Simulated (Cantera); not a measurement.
An adiabatic, constant-pressure homogeneous reactor starts with 17.9 % H₂, 17.2 % O₂, 64.9 % N₂, at 1000 K and 19.0 bar.

Computed with Cantera and the H2/O2 subset of GRI-Mech 3.0, which has no nitrogen chemistry. The hydrogen kinetics of GRI-Mech 3.0 are dated; newer H2 mechanisms differ, most at raised pressure. The pressure lies above the range GRI-Mech 3.0 was tuned for (to about 10 atm).

One state of this run: T (K) = 2272; x H₂ = 0.000264; x O₂ = 0.0899; x H₂O₂ = 1.05e-6; x H₂O = 0.194; x H = 3.14e-5; x HO₂ = 1.15e-5. x: mole fraction; the columns are a selection and need not sum to one.

Which value of t (s) does it belong to?
A) 9.38e-6
B) 0.00454
C) 0.00984
D) 4.40e-5

C, 0.00984
